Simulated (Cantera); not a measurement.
Input (Python, Cantera):

```python
import numpy as np
import cantera as ct

gas = ct.Solution("gri30.yaml")
gas.TP = 300, 89000
flame = ct.CounterflowDiffusionFlame(gas, width=0.02)
flame.fuel_inlet.X, flame.fuel_inlet.T = {'CH4': 1, 'C2H6': 0.15, 'N2': 1.7}, 575
flame.oxidizer_inlet.X, flame.oxidizer_inlet.T = {'O2': 0.17, 'N2': 0.83}, 750
flame.set_refine_criteria(ratio=3, slope=0.12, curve=0.24, prune=0.03)
show = ['OH', 'H', 'NO', 'CO', 'C2H2']

rows = []
print(f"{'mdot':>8s}{'a_max':>10s}{'a_mean':>10s}{'Tmax/K':>9s}" + "".join(f"{s:>11s}" for s in show) + "   (peak mole fractions)")
for i, mdot in enumerate([0.22, 0.36, 0.58, 0.94, 1.5, 2.5, 4]):  # kg/m2/s on the oxidiser side
    flame.oxidizer_inlet.mdot, flame.fuel_inlet.mdot = mdot, 0.95 * mdot
    flame.solve(loglevel=0, auto=(i == 0))
    if flame.T.max() < max(575, 750) + 100:
        print(f"{mdot:8.3g}  no burning solution found from the previous one")
        break
    dT = np.abs(np.gradient(flame.T, flame.grid))
    rows.append([flame.strain_rate("max"), flame.strain_rate("mean"), flame.T.max(),
                 *(flame.X[gas.species_index(s)].max() for s in show), max(dT[0], dT[-1]) / dT.max()])
    print(f"{mdot:8.3g}{rows[-1][0]:10.1f}{rows[-1][1]:10.1f}{rows[-1][2]:9.1f}" + "".join(f"{x:11.3e}" for x in rows[-1][3:-1]))
```

It prints:

```
    mdot     a_max    a_mean   Tmax/K         OH          H         NO         CO       C2H2   (peak mole fractions)
    0.22     182.5      50.3   1942.0  4.899e-03  3.030e-03  1.725e-04  3.486e-02  8.698e-03
    0.36     290.1      82.4   1917.2  4.831e-03  3.239e-03  1.424e-04  3.520e-02  7.695e-03
    0.58     455.9     132.7   1891.5  4.696e-03  3.395e-03  1.097e-04  3.576e-02  6.674e-03
    0.94     720.2     215.0   1859.3  4.422e-03  3.434e-03  7.429e-05  3.666e-02  5.468e-03
     1.5    1116.4     343.1   1811.7  3.891e-03  3.208e-03  3.939e-05  3.778e-02  3.909e-03
     2.5  no burning solution found from the previous one
```

Cantera simulation using GRI-Mech 3.0 (53 species, 325 reactions); the numbers are that mechanism's predictions, not measurements. GRI-Mech 3.0 has no aromatics or soot, which form on the fuel side of real flames. The maximum strain rate includes the flame's own expansion and is several times the mean. A flux with no burning solution from the previous one only brackets extinction.
